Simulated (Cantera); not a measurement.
A closed system holds: 1 mol SiH2Cl2, 0.063 mol O3, 4.5 mol N2, held at 0.00133 bar.

Equilibrium computed with Cantera from the NASA thermochemical tables; the gas is ideal and each condensed phase is pure. Candidate condensed phases: H2O, NH4Cl, Si, SiO2, Si2N2O, Si3N4; 47 gas species. N2 is the only nitrogen source here; it is nearly inert below about 1500 K, so the nitride shown seldom forms there in practice. Mutual solubility and eutectic melting of coexisting phases are not modelled. The tables' values for SiCl3, SiCl are old estimates; treat these amounts as uncertain. The numbers say what is thermodynamically allowed, not how fast it happens.

log p: log10 of the partial pressure in bar; n: condensed amount in mol.

| T (K) | log p N2 | log p HCl | log p H2 | log p SiCl2 | log p SiCl4 | log p SiO | n Si2N2O(s) | n Si3N4(s) |
|---|---|---|---|---|---|---|---|---|
| 923 | -3.04 | -3.54 | -4.07 | -9.10 | -4.37 | <-14 | 0.189 | 0.145 |
| 1023 | -3.04 | -3.52 | -4.11 | -7.56 | -4.41 | <-14 | 0.189 | 0.150 |
| 1123 | -3.04 | -3.51 | -4.14 | -6.30 | -4.45 | -13.29 | 0.189 | 0.153 |
| 1223 | -3.04 | -3.51 | -4.15 | -5.28 | -4.53 | -11.07 | 0.189 | 0.150 |
| 1323 | -3.04 | -3.53 | -4.12 | -4.51 | -4.80 | -9.19 | 0.189 | … |
| 1423 | -3.04 | -3.63 | -4.00 | -4.09 | -5.50 | -7.58 | 0.189 | … |
| 1523 | -3.04 | -3.79 | -3.88 | -3.91 | -6.46 | -6.19 | 0.186 | … |
| 1623 | -3.04 | -3.92 | -3.84 | -3.85 | -7.32 | -4.78 | 0.109 | … |

Q: What belongs in the gaps?

A: 
- 1323, n Si3N4(s): 0.124
- 1423, n Si3N4(s): 0.0659
- 1523, n Si3N4(s): 0.00658
- 1623, n Si3N4(s): 0
